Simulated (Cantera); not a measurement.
Cantera run, input and output.

```python
import numpy as np
import cantera as ct

gas = ct.Solution("gri30.yaml")
gas.TPX = 498, 1100000, {'CO': 1, 'H2': 0.086, 'O2': 0.378, 'N2': 1.42}
inlet = ct.Reservoir(gas, clone=True)
gas.equilibrate("HP")  # start burning
reactor = ct.IdealGasConstPressureReactor(gas, energy="on", clone=False)
exhaust = ct.Reservoir(gas, clone=True)
tau = [0.2, 0.065, 0.022, 0.0073, 0.0025, 0.00082, 0.00028, 9.2e-05, 3.1e-05, 1e-05][0]
for a, b in ((inlet, reactor), (reactor, exhaust)):
    ct.MassFlowController(a, b, mdot=lambda t: reactor.mass / tau)
net = ct.ReactorNet([reactor])
show = ['CO', 'H2', 'O2', 'N2O', 'H2O', 'H', 'H2O2']

rows = []
print(f"{'tau/s':>10s}{'T/K':>9s}" + "".join(f"{s:>11s}" for s in show))
for tau in [0.2, 0.065, 0.022, 0.0073, 0.0025, 0.00082, 0.00028, 9.2e-05, 3.1e-05, 1e-05]:
    net.initial_time = 0.0
    net.advance(30 * tau)
    before = gas.X
    net.advance(40 * tau)
    drift = np.max(np.abs(gas.X - before) / (gas.X + 1e-9))
    rows.append([gas.T, *gas[show].X, drift])
    print(f"{tau:10.3e}{gas.T:9.1f}" + "".join(f"{x:11.3e}" for x in gas[show].X))
```

Result:

```
     tau/s      T/K         CO         H2         O2        N2O        H2O          H       H2O2
 2.000e-01   2531.9  1.321e-01  2.450e-03  7.431e-04  1.916e-07  3.097e-02  4.433e-04  2.132e-08
 6.500e-02   2530.6  1.323e-01  2.452e-03  8.057e-04  1.993e-07  3.093e-02  4.591e-04  2.254e-08
 2.200e-02   2527.1  1.327e-01  2.459e-03  9.779e-04  2.198e-07  3.084e-02  5.015e-04  2.586e-08
 7.300e-03   2517.9  1.336e-01  2.477e-03  1.443e-03  2.705e-07  3.062e-02  6.087e-04  3.448e-08
 2.500e-03   2498.0  1.358e-01  2.519e-03  2.519e-03  3.689e-07  3.018e-02  8.314e-04  5.293e-08
 8.200e-04   2456.4  1.404e-01  2.620e-03  4.885e-03  5.313e-07  2.936e-02  1.278e-03  8.976e-08
 2.800e-04   2384.3  1.483e-01  2.807e-03  8.970e-03  7.213e-07  2.813e-02  2.064e-03  1.523e-07
 9.200e-05   2267.3  1.607e-01  3.104e-03  1.526e-02  8.903e-07  2.638e-02  3.494e-03  2.660e-07
 3.100e-05   2106.3  1.770e-01  3.422e-03  2.351e-02  9.889e-07  2.437e-02  5.672e-03  4.836e-07
 1.000e-05   1851.5  2.062e-01  3.590e-03  3.877e-02  1.071e-06  2.316e-02  7.332e-03  1.175e-06
```

Computed with Cantera and GRI-Mech 3.0 (53 species, 325 reactions). The hydrogen kinetics of GRI-Mech 3.0 are dated; newer H2 mechanisms differ, most at raised pressure.
